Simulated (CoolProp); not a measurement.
Vapour-liquid equilibrium of isobutane (1) + R245fa (2) at 283.3 K; x and y are mole fractions of (1).

Values from CoolProp's multi-fluid Helmholtz-energy mixture model, Bücker 2006 and Akasaka 2015; pair parameters Bell 2016.

```json
[
 {"x": "0.05", "bubble pressure, mixture model (bar)": "1.322", "bubble pressure, Raoult's law (bar)": "0.8987", "y, mixture model": "0.390", "y, Raoult's law": "0.123"},
 {"x": "0.15", "bubble pressure, mixture model (bar)": "1.920", "bubble pressure, Raoult's law (bar)": "1.037", "y, mixture model": "0.603", "y, Raoult's law": "0.321"},
 {"x": "0.25", "bubble pressure, mixture model (bar)": "2.202", "bubble pressure, Raoult's law (bar)": "1.176", "y, mixture model": "0.670", "y, Raoult's law": "0.471"},
 {"x": "0.35", "bubble pressure, mixture model (bar)": "2.327", "bubble pressure, Raoult's law (bar)": "1.315", "y, mixture model": "0.698", "y, Raoult's law": "0.590"},
 {"x": "0.45", "bubble pressure, mixture model (bar)": "2.382", "bubble pressure, Raoult's law (bar)": "1.454", "y, mixture model": "0.712", "y, Raoult's law": "0.686"},
 {"x": "0.55", "bubble pressure, mixture model (bar)": "2.412", "bubble pressure, Raoult's law (bar)": "1.593", "y, mixture model": "0.723", "y, Raoult's law": "0.766"},
 {"x": "0.65", "bubble pressure, mixture model (bar)": "2.436", "bubble pressure, Raoult's law (bar)": "1.731", "y, mixture model": "0.737", "y, Raoult's law": "0.832"},
 {"x": "0.75", "bubble pressure, mixture model (bar)": "2.451", "bubble pressure, Raoult's law (bar)": "1.870", "y, mixture model": "0.762", "y, Raoult's law": "0.889"},
 {"x": "0.85", "bubble pressure, mixture model (bar)": "2.436", "bubble pressure, Raoult's law (bar)": "2.009", "y, mixture model": "0.811", "y, Raoult's law": "0.938"},
 {"x": "0.95", "bubble pressure, mixture model (bar)": "2.334", "bubble pressure, Raoult's law (bar)": "2.148", "y, mixture model": "0.910", "y, Raoult's law": "0.981"}
]
```

The largest gap from Raoult's law is +87.2 % in bubble pressure, at x = 0.25. y crosses x between x = 0.75 and 0.85: the model has an azeotrope there.

Pair parameters are fitted to limited data, so mixtures are less certain than the pure fluids. With so large a gap from Raoult's law the liquid may split in two, which this calculation doesn't test in full.
